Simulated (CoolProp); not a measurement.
C3F8 (R218) at several states: fugacity coefficient from the reference equation and from simpler models built on Tc = 71.9 °C, pc = 2640 kPa, ω = 0.317; each cubic takes its own stable root.

Values from CoolProp's reference Helmholtz-energy equation of state, Lemmon 2006. It is a short technical equation, of lower accuracy than the large ones.

```csv
T (°C),p (kPa),phase,reference
62.65,1830,gas,0.7484
29.65,18.9,gas,0.9963
-102.65,3750,liquid,0.0004261
97.25,19.8,gas,0.9981
```

Question: How far does each simpler model (van der Waals, Redlich-Kwong, Soave-Redlich-Kwong, Peng-Robinson) lie from the reference over these 4 states: mean and median of the absolute difference, and the worst?

Answer: 
- van der Waals: mean 1536.2 %, median 2.2 %, worst +6140.3 % at -102.65 °C and 3750 kPa
- Redlich-Kwong: mean 80.7 %, median 0.2 %, worst +322.4 % at -102.65 °C and 3750 kPa
- Soave-Redlich-Kwong: mean 0.2 %, median 0.1 %, worst +0.8 % at -102.65 °C and 3750 kPa
- Peng-Robinson: mean 2.4 %, median 1.4 %, worst +6.9 % at -102.65 °C and 3750 kPa
